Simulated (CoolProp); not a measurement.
Hexamethyldisiloxane (MM) along the isotherm 310.15 °C: density (kg/m³) from the reference equation and from simpler models built on Tc = 245.6 °C, pc = 19.31 bar, ω = 0.418; each cubic takes its own stable root.

Model: reference Helmholtz-energy equation of state, Thol 2016, in CoolProp.

```tsv
p (bar)	phase	reference	ideal gas	Redlich-Kwong	Peng-Robinson
19.3	gas	86.79	64.62	89.74	88.00
38.6	supercritical	258.3	129.2	277.4	248.8
57.9	supercritical	381.7	193.9	370.5	365.3
77.2	supercritical	430.5	258.5	418.4	428.6
96.6	supercritical	460.2	323.4	451.3	471.3
116	supercritical	481.7	388.4	476.5	503.3
135	supercritical	498.3	452.0	496.4	528.4
154	supercritical	512.2	515.6	513.3	549.3
174	supercritical	524.6	582.6	528.5	568.1
193	supercritical	535.0	646.2	541.2	583.6
```
